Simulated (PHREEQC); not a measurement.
Make-up at 20 °C: 12 mmol/kgw KNO3. Closed to the air; pH follows from the charge balance.

Computed with PHREEQC (ion-association model, phreeqc.dat).

```json
[
 {"quantity": "pH", "before": "7.08", "after": "7.17"},
 {"quantity": "ionic strength (mol/kgw)", "before": "0.0120", "after": "0.0343"}
]
```

Q: What was changed between the two runs?
A. KNO3 replaced by K2SO4 at the same molality
B. diluted 10-fold with water
C. KNO3 from 0.012 to 0.024 mol/kgw
D. temperature from 20 to 40 °C
E. KNO3 replaced by Fe(NO3)3 at the same molality

A: A, KNO3 replaced by K2SO4 at the same molality

Precipitation was switched off in this run.
